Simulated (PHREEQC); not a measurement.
Model water analysis in mmol/kgw, 69 °C, pH 6.17, pe 10.8:

| constituent | mmol/kgw |
|---|---|
| Na | 0.306 |
| K | 0.000245 |
| Ca | 0.0748 |
| Mg | 0.0019 |
| Cl | 0.0733 |
| S(6) | 0.153 |
| Alkalinity (meq/kgw) | 0.0815 |
| Si | 8.18e-05 |
| Pb | 0.000596 |
| Sr | 0.000147 |

Valence states are taken as typed.

Equilibrium calculation in PHREEQC: ion-association model, phreeqc.dat.

Precipitation was switched off in this run.

Question: Predict the specific conductance, charge-balance error.

Answer: specific conductance 121 µS/cm; charge-balance error 0.0 %.

Question: In which forms is Sr present?

Answer: Sr+2 96 %, SrSO4 3.4 % of the Sr.

Species that the database lacks are ignored. At this temperature some constants are extrapolated from 25 °C, and those without enthalpy data are left unchanged.
